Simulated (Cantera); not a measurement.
A Cantera script and its output.

```python
import numpy as np
import cantera as ct

gas = ct.Solution("gri30.yaml")
gas.TPX = 1050, 101325, {'C2H4': 1, 'O2': 3.23, 'N2': 22.6, 'H2O': 1.8}
reactor = ct.IdealGasConstPressureReactor(gas, energy="on", clone=False)
net = ct.ReactorNet([reactor])
net.rtol, net.atol = 1e-08, 1e-16
show = ['C2H4', 'O2', 'CH2', 'CO2', 'CH3']
times = np.geomspace(1e-05, 5, 10)

steps = ct.SolutionArray(gas, extra=["t"])
rows = []
print(f"{'t/s':>10s}{'T/K':>9s}{'P/Pa':>11s}" + "".join(f"{s:>11s}" for s in show))
for t in times:
    while net.time < t:
        t_next = net.step()
        steps.append(gas.state, t=t_next)
    rows.append([np.interp(t, steps.t, y) for y in (steps.T, steps.P, *steps(*show).X.T)])
    print(f"{t:10.3e}{rows[-1][0]:9.1f}{rows[-1][1]:11.4g}" + "".join(f"{x:11.3e}" for x in rows[-1][2:]))
rate = np.gradient(steps.T, steps.t)
print("integrator steps:", len(steps.t))
if steps.T.max() > steps.T[0] + 200:
    print(f"time of steepest temperature rise: {steps.t[rate.argmax()]:.4e} s")
gas.TPX = 1050, 101325, {'C2H4': 1, 'O2': 3.23, 'N2': 22.6, 'H2O': 1.8}
gas.equilibrate("HP")
print(f"equilibrium (HP): T = {gas.T:.1f} K  " + "  ".join(f"{s} {gas[s].X[0]:.3e}" for s in show))
```

Output:

```
       t/s      T/K       P/Pa       C2H4         O2        CH2        CO2        CH3
 1.000e-05   1050.0  1.013e+05  3.493e-02  1.128e-01  1.089e-22  1.795e-21  1.536e-13
 4.298e-05   1050.0  1.013e+05  3.493e-02  1.128e-01  1.205e-21  9.825e-20  1.231e-12
 1.847e-04   1050.0  1.013e+05  3.493e-02  1.128e-01  7.088e-21  2.758e-18  6.193e-12
 7.937e-04   1050.0  1.013e+05  3.493e-02  1.128e-01  4.316e-20  6.986e-17  2.577e-11
 3.411e-03   1050.0  1.013e+05  3.493e-02  1.128e-01  3.704e-19  2.316e-15  9.328e-11
 1.466e-02   1050.0  1.013e+05  3.493e-02  1.128e-01  6.605e-18  1.550e-13  6.828e-10
 6.300e-02   2199.4  1.013e+05  6.095e-29  9.861e-03  6.875e-19  6.564e-02  3.117e-18
 2.707e-01   2196.4  1.013e+05  8.967e-29  9.257e-03  7.001e-19  6.560e-02  3.256e-18
 1.163e+00   2194.1  1.013e+05  9.450e-29  8.814e-03  7.079e-19  6.556e-02  3.362e-18
 5.000e+00   2194.1  1.013e+05  9.458e-29  8.806e-03  7.080e-19  6.556e-02  3.364e-18
integrator steps: 2193
time of steepest temperature rise: 4.0078e-02 s
equilibrium (HP): T = 2194.1 K  C2H4 1.092e-28  O2 8.806e-03  CH2 9.124e-19  CO2 6.556e-02  CH3 4.534e-18
```

Computed with Cantera and GRI-Mech 3.0 (53 species, 325 reactions). GRI-Mech 3.0 was tuned for natural gas; its chemistry of ethylene as a main component is partial and can be far from experiment.
